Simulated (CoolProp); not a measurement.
A single-stage vapour-compression cycle with R124: evaporating at 292.15 K (dew point), condensing at 355.15 K (bubble point), superheat 8 K, subcooling 2 K, compressor efficiency 0.8, no pressure losses. Each further row changes one setting.

Computed with CoolProp (reference Helmholtz-energy equation of state, de Vries 1995).

```json
[
 {"case": "as stated", "cooling COP": "2.41", "pressure ratio": "5.20", "discharge temperature (K)": "364.3", "refrigerating effect (kJ/kg)": "82.4", "volumetric capacity (kJ/m³)": "1560"},
 {"case": "evaporating temperature 297.15 K", "cooling COP": "(withheld)", "pressure ratio": "4.44", "discharge temperature (K)": "363.9", "refrigerating effect (kJ/kg)": "85.3", "volumetric capacity (kJ/m³)": "1880"},
 {"case": "condensing temperature 350.15 K", "cooling COP": "2.78", "pressure ratio": "4.66", "discharge temperature (K)": "(withheld)", "refrigerating effect (kJ/kg)": "(withheld)", "volumetric capacity (kJ/m³)": "1680"},
 {"case": "subcooling 7 K", "cooling COP": "2.61", "pressure ratio": "5.20", "discharge temperature (K)": "364.3", "refrigerating effect (kJ/kg)": "(withheld)", "volumetric capacity (kJ/m³)": "1690"},
 {"case": "superheat 18 K", "cooling COP": "(withheld)", "pressure ratio": "5.20", "discharge temperature (K)": "373.6", "refrigerating effect (kJ/kg)": "(withheld)", "volumetric capacity (kJ/m³)": "1640"},
 {"case": "compressor efficiency 0.7", "cooling COP": "(withheld)", "pressure ratio": "5.20", "discharge temperature (K)": "368.8", "refrigerating effect (kJ/kg)": "82.4", "volumetric capacity (kJ/m³)": "1560"}
]
```

What belongs in the gaps?


- evaporating temperature 297.15 K, cooling COP: 2.76
- condensing temperature 350.15 K, discharge temperature (K): 359.3
- condensing temperature 350.15 K, refrigerating effect (kJ/kg): 89.0
- subcooling 7 K, refrigerating effect (kJ/kg): 89.1
- superheat 18 K, cooling COP: 2.51
- superheat 18 K, refrigerating effect (kJ/kg): 90.3
- compressor efficiency 0.7, cooling COP: 2.11
